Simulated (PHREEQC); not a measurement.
Make-up at 20 °C: 0.016 mol H2SO4, 0.0014 mol Cs2SO4 and 0.03 mol ZnCl2 per kg of water. Closed to the air; pH follows from the charge balance.

All values are PHREEQC results (ion-association model, wateq4f.dat), not measurements.

Precipitation was switched off in this run.

### Question
Predict the pH, ionic strength.

### Answer
pH 1.67; ionic strength 0.108 mol/kgw.

### Question
In which forms is Cl present?

### Answer
Cl- 98 %, ZnCl+ 2.0 % of the Cl.

Complexes and solids missing from the database can't appear.
